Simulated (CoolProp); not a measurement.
Vapour-liquid equilibrium of o-xylene (1) + n-nonane (2) at 182.45 °C; x and y are mole fractions of (1).

The numbers come from the multi-fluid Helmholtz-energy mixture model, Zhou 2012 and Lemmon 2006; pair parameters Bell 2016 in CoolProp.

Give the bubble pressure and the first vapour's composition at x = 0.45, 0.55, 0.75. Is there an azeotrope?

x = 0.45: 243.7 kPa, y = 0.489; x = 0.55: 247.3 kPa, y = 0.581; x = 0.75: 251.8 kPa, y = 0.760. y crosses x between x = 0.85 and 0.95: the model has an azeotrope there.

The pair parameters rest on a limited set of measurements; away from them the model extrapolates.
